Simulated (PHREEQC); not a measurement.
Dissolve 0.14 mol NiCl2, 0.00032 mol NaBr and 0.006 mol MnSO4 per kg of water at 20 °C. Closed to the air; pH follows from the charge balance.

The numbers come from PHREEQC with the ion-association model, wateq4f.dat.

```json
{
 "pH": "5.75",
 "ionic_strength": "0.370 mol/kgw",
 "activity_of_water": "0.993"
}
```

```tsv
species	molality	activity	log γ
Cl-	0.246	0.164	-0.176
Ni+2	0.111	0.0321	-0.541
NiCl+	0.0181	0.0132	-0.135
NiCl2	0.00724	0.00789	0.037
Mn+2	0.00462	0.00127	-0.560
NiSO4	0.00331	0.00360	0.037
SO4-2	0.00258	0.000602	-0.631
```

No solid was allowed to form. Species that the database lacks are ignored.
